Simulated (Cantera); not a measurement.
A Cantera script and what it prints.

```python
import numpy as np
import cantera as ct

gas_names = """
    SiH4 O3 OH
""".split()
cond_names = """
    Si(cr) Si(L)
""".split()


# ... load() reads the species with a 1 bar reference pressure and builds the phases ...
species = {s.name: s for s in load("nasa_gas.yaml", gas_names) + load("nasa_condensed.yaml", cond_names)}
# Each term lists the table entries of one substance; the one whose range holds T is used.
reactions = {
    '3 SiH4(g) + 4 O3(g) = 12 OH(g) + 3 Si':
        [(-3, ['SiH4']), (-4, ['O3']), (12, ['OH']), (3, ['Si(cr)', 'Si(L)'])],
}


def pick(names, T):
    return next(species[n] for n in names if species[n].thermo.min_temp <= T <= species[n].thermo.max_temp)


results = []
for label, terms in reactions.items():
    print(label)
    print("     T/K   dH/kJ  dS/(J/K)   dG/kJ   log10 K")
    for T in [473, 673, 873, 1073, 1273, 1473, 1673]:
        used = [(nu, pick(names, T)) for nu, names in terms]
        dH = sum(nu * s.thermo.h(T) for nu, s in used) / 1e6
        dS = sum(nu * s.thermo.s(T) for nu, s in used) / 1e3
        dG = dH - T * dS / 1e3
        logK = -dG * 1e6 / (ct.gas_constant * T * np.log(10))
        results.append((label, T, dH, dS, dG, logK, [s.name for _, s in used]))
        print(f"{T:8g} {dH:8.1f} {dS:8.1f} {dG:8.1f} {logK:8.2f}")
```

It prints:

```
3 SiH4(g) + 4 O3(g) = 12 OH(g) + 3 Si
     T/K   dH/kJ  dS/(J/K)   dG/kJ   log10 K
     473   -180.8    737.8   -529.8    58.50
     673   -173.5    751.3   -679.1    52.70
     873   -174.5    750.1   -829.3    49.62
    1073   -179.7    744.8   -978.8    47.65
    1273   -185.6    739.8  -1127.3    46.26
    1473   -192.4    734.8  -1274.8    45.20
    1673   -201.1    729.3  -1421.2    44.37
```

Cantera with NASA thermochemical tables; ideal gases at 1 bar, condensed phases pure. Condensed species are held in their standard states even where they would react or evaporate.
